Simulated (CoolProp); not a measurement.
Vapour-liquid equilibrium of cyclohexane (1) + toluene (2) at 197.35 °C; x and y are mole fractions of (1).

The numbers come from the multi-fluid Helmholtz-energy mixture model, Zhou 2014 and Lemmon 2006; pair parameters Bell 2016 in CoolProp.

Q: Give the bubble pressure and the first vapour's composition at x = 0.05, 0.35, 0.65. Is there an azeotrope?

A: x = 0.05: 0.7537 MPa, y = 0.089; x = 0.35: 0.9585 MPa, y = 0.474; x = 0.65: 1.128 MPa, y = 0.736. No azeotrope shows between x = 0.05 and 0.95.

The pair parameters rest on a limited set of measurements; away from them the model extrapolates.
